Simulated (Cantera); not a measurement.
## Low-pressure radical oxidation in H2/O2

An isothermal, constant-pressure homogeneous reactor starts with H2 : O2 = 0.053 : 1 (molar parts), equivalence ratio 0.026, at 1048 K and 0.00908 atm.

Model: the H2/O2 subset of GRI-Mech 3.0, which has no nitrogen chemistry, integrated in Cantera. Radical loss at walls, strong at low pressure, is not modelled. The temperature is held fixed by assumption; the heat of reaction is taken as removed at once.

```
t (s)         x H2   x O2     x H2O      x OH     x HO2
--------  --------  -----  --------  --------  --------
0.000600    0.0503  0.950  9.11e-10  5.25e-10  6.79e-10
0.00122     0.0503  0.950   8.57e-9   3.25e-9   1.42e-9
0.00248     0.0503  0.950   2.80e-7   9.22e-8   4.40e-9
0.00505     0.0500  0.949  0.000232   7.49e-5   1.07e-6
0.0103     0.00254  0.919    0.0403   0.00285   4.39e-6
0.0209    0.000745  0.924    0.0456   0.00177   3.88e-6
0.0424    0.000466  0.933    0.0483   0.00139   3.52e-6
0.0863    0.000213  0.942    0.0502  0.000931   2.81e-6
0.175      6.99e-5  0.946    0.0511  0.000530   1.82e-6
0.357      1.86e-5  0.948    0.0514  0.000274   9.33e-7
0.725      4.68e-6  0.948    0.0515  0.000140   3.93e-7
1.48       1.25e-6  0.948    0.0516   7.33e-5   1.48e-7
3.00       3.70e-7  0.948    0.0516   4.05e-5   5.45e-8
```
x: mole fraction; the columns are a selection and need not sum to one.

Equilibrium at this temperature and pressure: H2 1.91e-10, O2 0.948, H2O 0.0516, OH 9.55e-7, HO2 1.34e-9 (gas phase only).
